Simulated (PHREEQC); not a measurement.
Synthetic water in mg/L, 25 °C, pH 6, pe 12.8: Na 2.35; K 0.0219; Ca 0.444; Mg 0.191; Cl 0.715; S(6) as SO4 0.144; Alkalinity as HCO3 6.94; Cu(2) 0.0934; Ba 0.0174; Sr 0.00127.

Valence states are taken as typed.

Model: ion-association model, wateq4f.dat, run in PHREEQC.

This is a speciation only: nothing precipitates in the calculation.

Predict the charge-balance error.

charge-balance error 2.5 %.

In which forms is Cu present?

Cu+2 90 %, CuHCO3+ 4.9 %, CuCO3 2.4 %, Cu(OH)2 1.8 %, CuOH+ 0.9 % of the Cu.
